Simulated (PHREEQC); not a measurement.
## Copper plating or etch bath (model solution)

Make-up at 94 °C: 0.025 mol Cu(BF4)2, 0.022 mol H2SO4 and 0.0054 mol Na2SO4 per kg of water. Closed to the air; pH follows from the charge balance.

Equilibrium calculation in PHREEQC: ion-association model, wateq4f.dat.

No solid was allowed to form.

### Question
Predict the pH, ionic strength.

### Answer
pH 1.81; ionic strength 0.0990 mol/kgw.

### Question
In which forms is S present?

### Answer
HSO4- 70 %, SO4-2 17 %, CuSO4 13 % of the S.

Away from 25 °C the constants follow the database's enthalpies or fits; those with neither stay at their 25 °C values. Real BF4- forms and hydrolyses slowly; the run takes it at equilibrium.
